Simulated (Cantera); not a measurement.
Ignition delay

Mixture: 29.8 % CO, 11.9 % H2, 3.57 % CH4, 12.7 % O2, 42.0 % N2, at 2630 Torr, adiabatic and at constant volume. Ignition delay is the time to a rise of 400 K.

Cantera simulation using GRI-Mech 3.0 (53 species, 325 reactions); the numbers are that mechanism's predictions, not measurements.

```tsv
T0 (K)	delay (ms)
1300	0.0422
1400	0.0224
1500	0.0135
1600	0.00886
1700	0.00622
1800	0.00458
```

```yaml
apparent activation energy between 1600 and 1800 K: 79 kJ/mol
```
